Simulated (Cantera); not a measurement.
What does this Cantera script print?

```python
import numpy as np
import cantera as ct

gas = ct.Solution("gri30.yaml")
gas.TPX = 1400, 101325, {'C2H6': 1, 'H2': 23, 'N2': 2.2}
reactor = ct.IdealGasConstPressureReactor(gas, energy="off", clone=False)
net = ct.ReactorNet([reactor])
net.rtol, net.atol = 1e-08, 1e-18
show = ['C2H6', 'H2', 'CH3', 'C2H4', 'C2H2', 'H', 'CH2']
times = np.geomspace(1e-06, 200, 13)

steps = ct.SolutionArray(gas, extra=["t"])
rows = []
print(f"{'t/s':>10s}{'T/K':>9s}{'P/Pa':>11s}" + "".join(f"{s:>11s}" for s in show))
for t in times:
    while net.time < t:
        t_next = net.step()
        steps.append(gas.state, t=t_next)
    rows.append([np.interp(t, steps.t, y) for y in (steps.T, steps.P, *steps(*show).X.T)])
    print(f"{t:10.3e}{rows[-1][0]:9.1f}{rows[-1][1]:11.4g}" + "".join(f"{x:11.3e}" for x in rows[-1][2:]))
rate = np.gradient(steps.T, steps.t)
print("integrator steps:", len(steps.t))
if steps.T.max() > steps.T[0] + 200:
    print(f"time of steepest temperature rise: {steps.t[rate.argmax()]:.4e} s")
gas.TPX = 1400, 101325, {'C2H6': 1, 'H2': 23, 'N2': 2.2}
gas.equilibrate("TP")
print(f"equilibrium (TP): T = {gas.T:.1f} K  " + "  ".join(f"{s} {gas[s].X[0]:.3e}" for s in show))
```

Result:

```
       t/s      T/K       P/Pa       C2H6         H2        CH3       C2H4       C2H2          H        CH2
 1.000e-06   1400.0  1.013e+05  3.816e-02  8.779e-01  7.810e-06  2.125e-07  1.389e-13  1.572e-06  3.456e-12
 4.918e-06   1400.0  1.013e+05  3.809e-02  8.778e-01  1.638e-05  2.566e-05  4.938e-10  1.103e-05  1.203e-10
 2.418e-05   1400.0  1.013e+05  3.684e-02  8.777e-01  5.145e-05  9.105e-04  5.480e-07  5.042e-05  2.108e-09
 1.189e-04   1400.0  1.013e+05  2.444e-02  8.757e-01  1.142e-04  9.683e-03  9.093e-05  9.627e-05  9.720e-09
 5.848e-04   1400.0  1.013e+05  3.698e-03  8.718e-01  3.845e-05  2.277e-02  1.480e-03  6.706e-05  2.183e-09
 2.876e-03   1400.0  1.013e+05  3.776e-04  8.711e-01  1.194e-05  2.143e-02  4.686e-03  2.387e-05  2.540e-10
 1.414e-02   1400.0  1.013e+05  2.177e-04  8.706e-01  9.931e-06  1.495e-02  1.012e-02  1.839e-05  1.608e-10
 6.955e-02   1400.0  1.013e+05  1.308e-04  8.684e-01  9.045e-06  9.385e-03  1.340e-02  1.404e-05  1.098e-10
 3.420e-01   1400.0  1.013e+05  9.261e-05  8.612e-01  9.584e-06  6.861e-03  1.020e-02  1.029e-05  8.469e-11
 1.682e+00   1400.0  1.013e+05  3.822e-05  8.488e-01  8.748e-06  2.913e-03  4.337e-03  6.094e-06  4.568e-11
 8.270e+00   1400.0  1.013e+05  1.423e-05  8.424e-01  7.672e-06  8.704e-04  1.244e-03  4.499e-06  2.956e-11
 4.067e+01   1400.0  1.013e+05  1.371e-05  8.422e-01  7.643e-06  8.219e-04  1.170e-03  4.465e-06  2.923e-11
 2.000e+02   1400.0  1.013e+05  1.371e-05  8.422e-01  7.643e-06  8.219e-04  1.170e-03  4.465e-06  2.923e-11
integrator steps: 1358
equilibrium (TP): T = 1400.0 K  C2H6 1.221e-05  H2 8.446e-01  CH3 7.213e-06  C2H4 7.299e-04  C2H2 1.036e-03  H 4.471e-06  CH2 2.754e-11
```

Computed with Cantera and GRI-Mech 3.0 (53 species, 325 reactions). GRI-Mech 3.0 stops at C3 and has no aromatics, soot or wall deposition, so with more carbon than oxygen in the feed, carbon stays in small species such as C2H2 where larger ones or solid carbon would form.
